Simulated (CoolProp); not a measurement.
A simple Rankine cycle with R236EA: condensing at 312.15 K, boiler at 1.02 MPa, turbine inlet 393.8 K, turbine efficiency 0.65, pump efficiency 0.8, no recuperator. Each further row changes one setting.

Computed with CoolProp (reference Helmholtz-energy equation of state, Rui 2013).

```json
[
 {"case": "as stated", "thermal efficiency (%)": "[?]", "net work (kJ/kg)": "13.3", "heat in (kJ/kg)": "219", "turbine exit temperature (K)": "372.2", "volume ratio over the turbine": "3.24"},
 {"case": "condensing temperature 304.15 K", "thermal efficiency (%)": "7.2", "net work (kJ/kg)": "[?]", "heat in (kJ/kg)": "[?]", "turbine exit temperature (K)": "[?]", "volume ratio over the turbine": "[?]"},
 {"case": "boiler pressure 0.714 MPa", "thermal efficiency (%)": "4.3", "net work (kJ/kg)": "9.58", "heat in (kJ/kg)": "223", "turbine exit temperature (K)": "[?]", "volume ratio over the turbine": "[?]"},
 {"case": "turbine efficiency 0.55", "thermal efficiency (%)": "[?]", "net work (kJ/kg)": "11.2", "heat in (kJ/kg)": "219", "turbine exit temperature (K)": "374.3", "volume ratio over the turbine": "3.26"}
]
```

Problem. Complete the blanks.

Solution. 
- as stated, thermal efficiency (%): 6.1
- condensing temperature 304.15 K, net work (kJ/kg): 16.4
- condensing temperature 304.15 K, heat in (kJ/kg): 229
- condensing temperature 304.15 K, turbine exit temperature (K): 368.0
- condensing temperature 304.15 K, volume ratio over the turbine: 4.19
- boiler pressure 0.714 MPa, turbine exit temperature (K): 379.8
- boiler pressure 0.714 MPa, volume ratio over the turbine: 2.21
- turbine efficiency 0.55, thermal efficiency (%): 5.1
